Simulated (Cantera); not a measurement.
An isothermal, constant-pressure homogeneous reactor starts with 23.1 % H2, 76.9 % O2, at 1125 K and 0.900 Torr.

Cantera simulation using GRI-Mech 3.0 (53 species, 325 reactions); the numbers are that mechanism's predictions, not measurements. Radical loss at walls, strong at low pressure, is not modelled. The temperature is held fixed by assumption; the heat of reaction is taken as removed at once.

One state of this run: x H2 = 0.00962; x O2 = 0.658; x H2O = 0.185; x O = 0.0644; x H = 0.0749; x H2O2 = 2.59e-8. x: mole fraction; the columns are a selection and need not sum to one.

Which value of t (s) does it belong to?
A. 0.000459
B. 0.000100
C. 0.0443
D. 0.203

D, 0.203
